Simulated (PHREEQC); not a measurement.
HCl is added in steps, without added water, to 1 kg of water holding 0.05 mol HF, 0.096 mol NaF and 0.014 mol H3PO4, at 25 °C. Oxygen is held at 0.21 atm. The system is closed to CO2. Only these solids could form: Halite.

Base run: PHREEQC, ion-association model, phreeqc.dat. Each further column changes one thing. The table gives pH.

| HCl added (mol) | base | HF from 0.05 to 0.055 mol/kgw | H3PO4 from 0.014 to 0.0028 mol/kgw | HF left out | no solid may form |
|---|---|---|---|---|---|
| 0 | 3.19 | 3.16 | 3.35 | 3.91 | 3.19 |
| 0.003312 | 3.15 | 3.11 | 3.30 | 3.79 | 3.15 |
| 0.009938 | 3.06 | 3.02 | 3.20 | 3.60 | 3.06 |
| 0.01325 | 3.01 | 2.98 | 3.15 | 3.52 | 3.01 |
| 0.01656 | 2.97 | 2.94 | 3.11 | 3.44 | 2.97 |
| 0.02319 | 2.88 | 2.85 | 3.01 | 3.30 | 2.88 |
| 0.0265 | 2.83 | 2.81 | 2.97 | 3.23 | 2.83 |
| 0.02981 | 2.79 | 2.76 | 2.92 | 3.16 | 2.79 |
| 0.03644 | 2.70 | 2.68 | 2.83 | 3.04 | 2.70 |
| 0.03975 | 2.66 | 2.63 | 2.78 | 2.97 | 2.66 |
| 0.04306 | 2.61 | 2.59 | 2.74 | 2.91 | 2.61 |
| 0.04969 | 2.52 | 2.50 | 2.64 | 2.79 | 2.52 |
| 0.053 | 2.47 | 2.45 | 2.59 | 2.73 | 2.47 |
